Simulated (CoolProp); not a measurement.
Hexamethyldisiloxane (MM) at several states: fugacity coefficient from the reference equation and from simpler models built on Tc = 518.7 K, pc = 1.931 MPa, ω = 0.418; each cubic takes its own stable root.

Values from CoolProp's reference Helmholtz-energy equation of state, Thol 2016.

| T (K) | p (MPa) | phase | reference | van der Waals | Redlich-Kwong | Soave-Redlich-Kwong | Peng-Robinson |
|---|---|---|---|---|---|---|---|
| 354.1 | 0.84 | liquid | (withheld) | (withheld) | (withheld) | (withheld) | 0.06755 |
| 547.5 | 0.0195 | gas | 0.9970 | 0.9974 | 0.9971 | 0.9972 | 0.9968 |
| 591.6 | 0.17 | gas | 0.9805 | 0.9811 | 0.9797 | 0.9821 | 0.9792 |
| 218.6 | 1.02 | liquid | (withheld) | (withheld) | (withheld) | 1.754e-5 | (withheld) |

Problem. Complete the blanks.

Solution. 
- 354.1, reference: 0.06723
- 354.1, van der Waals: 0.3771
- 354.1, Redlich-Kwong: 0.1607
- 354.1, Soave-Redlich-Kwong: 0.06774
- 218.6, reference: 1.601e-5
- 218.6, van der Waals: 0.01767
- 218.6, Redlich-Kwong: 0.0003195
- 218.6, Peng-Robinson: 2.139e-5
